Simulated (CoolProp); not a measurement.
Isohexane along the isobar 22.6 bar: density (kg/m³) from the reference equation and from simpler models built on Tc = 497.7 K, pc = 30.43 bar, ω = 0.280; each cubic takes its own stable root.

Computed with CoolProp (reference Helmholtz-energy equation of state, Lemmon 2006). It is a short technical equation, of lower accuracy than the large ones.

| T (K) | phase | reference | van der Waals | Redlich-Kwong | Soave-Redlich-Kwong | Peng-Robinson |
|---|---|---|---|---|---|---|
| 221.5 | liquid | 717.5 | 431.2 | 638.9 | ? | 729.7 |
| 245.8 | liquid | 696.8 | 421.0 | 622.0 | 635.6 | 714.3 |
| 270.2 | liquid | 675.8 | 410.2 | 603.5 | 619.4 | 697.1 |
| 294.6 | liquid | 654.3 | 398.7 | 583.4 | 601.5 | 677.8 |
| 318.9 | liquid | 632.1 | 386.3 | 561.6 | 581.6 | 656.3 |
| 343.3 | liquid | 608.8 | 372.9 | 537.7 | 559.1 | 631.8 |
| 367.6 | liquid | 584.0 | 358.1 | ? | 533.8 | ? |
| 392 | liquid | 556.9 | 341.2 | 481.4 | 504.5 | 571.2 |
| 416.3 | liquid | 526.5 | 321.5 | 447.1 | 470.0 | 532.3 |
| 440.7 | liquid | 490.0 | 296.4 | 405.2 | 427.2 | 483.5 |
| 465 | liquid | 440.8 | 83.88 | 347.2 | 368.2 | 415.5 |
| 489.4 | gas | 77.47 | 69.56 | 73.82 | 74.50 | 77.56 |
| 513.7 | gas | 63.99 | 61.51 | 63.35 | 62.71 | 64.86 |

### Question
Some entries are withheld; supply them.

### Answer

- 221.5, Soave-Redlich-Kwong: 650.1
- 367.6, Redlich-Kwong: 511.2
- 367.6, Peng-Robinson: 603.9

At some of these states van der Waals gives the other phase, because its saturation line lies elsewhere.
